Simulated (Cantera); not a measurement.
An isothermal, constant-pressure homogeneous reactor starts with 16.9 % H2, 12.0 % O2, 71.1 % N2, at 975 K and 0.987 atm.

Cantera simulation using the H2/O2 subset of GRI-Mech 3.0, which has no nitrogen chemistry; the numbers are that mechanism's predictions, not measurements. The temperature is held fixed by assumption; the heat of reaction is taken as removed at once.

x: mole fraction; the columns are a selection and need not sum to one.

```csv
t (s),x H2,x O2,x H2O2,x HO2,x OH,x O
0.000100,0.169,0.120,1.63e-11,5.40e-9,5.62e-11,1.84e-10
0.000300,0.169,0.120,…,…,…,…
0.000903,0.102,0.0885,4.30e-6,0.000105,0.000321,0.000350
0.00271,0.0671,0.0716,7.92e-5,3.49e-5,6.56e-8,8.84e-8
0.00815,0.0666,0.0714,0.000128,4.02e-5,1.12e-7,1.42e-7
0.0245,0.0635,0.0698,0.000257,5.28e-5,…,2.90e-7
0.0736,0.0505,0.0636,0.000271,5.12e-5,3.14e-7,3.10e-7
0.221,0.0261,0.0519,0.000166,3.86e-5,2.93e-7,2.49e-7
0.665,0.00401,0.0414,3.41e-5,1.66e-5,2.62e-7,1.35e-7
2.00,0.000242,0.0396,7.23e-7,2.34e-6,7.38e-8,7.06e-9
6.00,3.31e-5,0.0395,2.58e-8,4.29e-7,2.00e-8,3.37e-10
```

### Question
Complete the blanks.

### Answer

- 0.000300, x H2O2: 1.10e-9
- 0.000300, x HO2: 1.88e-7
- 0.000300, x OH: 1.35e-9
- 0.000300, x O: 4.44e-9
- 0.0245, x OH: 2.65e-7
